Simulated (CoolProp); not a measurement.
Values from CoolProp's reference Helmholtz-energy equation of state, Tillner-Roth 1997.

Question: For CH2F2 (R32), give the phase and the Prandtl number at 435 K and 0.514 MPa.

Answer: 
- 435 K and 0.514 MPa: gas; Prandtl number 0.752

Viscosity comes from a separate model (Bell 2016), an estimate that may be off by 10 % or more. Thermal conductivity comes from a separate model (Huber 2003), an estimate that may be off by 10 % or more.
